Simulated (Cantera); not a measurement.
Input (Python, Cantera):

```python
import numpy as np
import cantera as ct

gas = ct.Solution("gri30.yaml")


def delay(T, t_max=10):
    gas.TPX = T, 2400000, {'CH4': 1, 'H2': 0.075, 'O2': 1.36, 'N2': 5.11}
    reactor = ct.IdealGasConstPressureReactor(gas, clone=False)
    net = ct.ReactorNet([reactor])
    net.rtol, net.atol = 1e-8, 1e-16
    while net.time < t_max:
        t_old, T_old = net.time, reactor.T
        net.step()
        if reactor.T > T + 400:  # ignition: a rise of 400 K
            return t_old + (T + 400 - T_old) / (reactor.T - T_old) * (net.time - t_old)
    return np.nan


taus = []
for T in [950, 1025, 1100, 1175, 1250, 1325]:
    taus.append(delay(T))
    print(f"T0 = {T:6g} K   tau = {taus[-1]:.4e} s")
```

Output:

```
T0 =    950 K   tau = 2.6085e-02 s
T0 =   1025 K   tau = 6.1153e-03 s
T0 =   1100 K   tau = 2.0951e-03 s
T0 =   1175 K   tau = 9.4882e-04 s
T0 =   1250 K   tau = 4.9474e-04 s
T0 =   1325 K   tau = 2.7047e-04 s
```

Detailed kinetics in Cantera: GRI-Mech 3.0 (53 species, 325 reactions). The pressure lies above the range GRI-Mech 3.0 was tuned for (to about 10 atm). Below about 1000 K GRI-Mech 3.0 lacks low-temperature oxidation paths.
